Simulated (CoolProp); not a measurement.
Properties of R1336mzz(E) at several states (Tc = 403.5 K, pc = 27.79 bar, ω = 0.413).

Values from CoolProp's reference Helmholtz-energy equation of state, Akasaka 2023.

| T (K) | p (bar) | phase | density (kg/m³) | fugacity coefficient |
|---|---|---|---|---|
| 219.9 | 4.32 | liquid | 1532 | 0.008178 |
| 278.3 | 0.312 | gas | 2.246 | 0.9851 |
| 214.1 | 0.401 | liquid | 1545 | 0.05493 |
